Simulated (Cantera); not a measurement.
Charge: 1 mol MgCO3, 0.37 mol SO3, 0.44 mol H2O, at 950 °C and 3800 Pa.

Cantera equilibrium calculation (NASA polynomials, part measured and part estimated; ideal gas, pure solids and liquids). Candidate condensed phases: C, C6H6, C7H8, C8H18, H2O, H2SO4, Mg, MgCO3, MgO, Mg(OH)2, MgS, MgSO4, S; 130 gas species. Equilibrium is a limit: real reactors are often held back by kinetics, nucleation or transport.

Base state: CO2 0.502, H2O 0.221, SO2 0.183, O2 0.0917, SO3 0.00232, OH 1.11e-5 (mole fractions); condensed: MgO(s).

What changes in the equilibrium state with this change: SO3 from 0.37 to 0.2 mol?


| species | before | after |
|---|---|---|
| CO2 | 0.502 | 0.575 |
| H2O | 0.221 | 0.253 |
| SO2 | 0.183 | 0.114 |
| O2 | 0.0917 | 0.0569 |
| SO3 | 0.00232 | 0.00113 |
| OH | 1.11e-5 | 1.06e-5 |
| MgO(s), mol | 1.00 | 1.00 |
